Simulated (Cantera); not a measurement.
Charge: 1 mol SiCl₄, 0.04 mol CH₄, 250 mol H₂, at 2225 K and 0.133 bar.

These are equilibrium values from Cantera (NASA tables, ideal gas, pure condensed phases), not measurements of a reactor. The tables' values for SiCl are old estimates; treat these amounts as uncertain. Gases not in the tables: Si₂H₆ and higher silanes. Rates play no part.

| species | before | after |
|---|---|---|
| H₂ | 0.964 | 0.982 |
| HCl | 0.0147 | 0.0146 |
| H | 0.0174 | 0.00212 |
| Si | 0.00256 | 9.21e-5 |
| SiCl₂ | 0.000308 | 0.000590 |
| Si₂C | 9.73e-5 | 1.60e-6 |
| C₂H₂ (acetylene) | 2.53e-5 | 5.02e-7 |
| Si₂ | 3.13e-5 | 7.36e-7 |
| SiH | 0.000387 | 2.91e-5 |
| Cl | 0.000193 | 2.38e-5 |
| SiCl | 0.000157 | 2.47e-5 |
| Si(l), mol | 0 | 0.760 |
| SiC(s), mol | 0 | 0.0386 |
Gas species are given as mole fractions.

Question: Name the change that produced these shifts.
(A) temperature from 2225 K to 975 K
(B) temperature from 2225 K to 2400 K
(C) temperature from 2225 K to 1898 K
(D) H₂ from 250 to 120 mol

Answer: C, temperature from 2225 K to 1898 K. Mutual solubility and eutectic melting of coexisting phases are not modelled
